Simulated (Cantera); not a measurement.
# Thermodynamics of fluorocarbon and chlorocarbon gases, feed CHF₃ + CH₄ + H₂

Input: 1 mol CHF₃, 1.5 mol CH₄, 0.16 mol H₂, at 11.0 Pa.

Cantera equilibrium calculation (NASA polynomials, part measured and part estimated; ideal gas, pure solids and liquids). Candidate condensed phases: C, C₆H₆, C₇H₈, C₈H₁₈; 95 gas species. Equilibrium is a limit: real reactors are often held back by kinetics, nucleation or transport.

```tsv
T (K)	x H	x HF	x F	x C	x C₃	x H₂	x C₂	x CF	n C(graphite)
2473	0.509	0.421	0.00728	0.00104	0.00295	0.0573	0.000271	0.000219	2.41
2548	0.540	0.396	0.0151	0.00289	0.00940	0.0336	0.000874	0.000569	2.24
2623	0.552	0.358	0.0297	0.00758	0.0279	0.0189	0.00263	0.00139	1.72
2698	0.536	0.292	0.0531	0.0188	0.0779	0.00993	0.00746	0.00304	0.116
2773	0.551	0.238	0.0863	0.0313	0.0716	0.00604	0.00988	0.00420	0
2848	0.566	0.179	0.125	0.0488	0.0591	0.00378	0.0120	0.00502	0
2923	0.577	0.124	0.160	0.0723	0.0450	0.00239	0.0135	0.00524	0
2998	0.581	0.0791	0.188	0.101	0.0307	0.00151	0.0140	0.00482	0
3073	0.579	0.0482	0.206	0.131	0.0180	0.000955	0.0129	0.00397	0
3148	0.576	0.0289	0.216	0.156	0.00886	0.000614	0.0105	0.00297	0
3223	0.573	0.0174	0.223	0.174	0.00370	0.000404	0.00749	0.00207	0
3298	0.571	0.0107	0.227	0.183	0.00140	0.000272	0.00498	0.00139	0
3373	0.571	0.00664	0.229	0.188	0.000512	0.000187	0.00320	0.000917	0
```
x: gas mole fraction; n: condensed amount in mol.

From 2473 K to 2698 K the condensed part is C(graphite). From 2773 K to 3373 K nothing is condensed. The main C-bearing gas is C₃ at 2473 K and C at 3373 K.
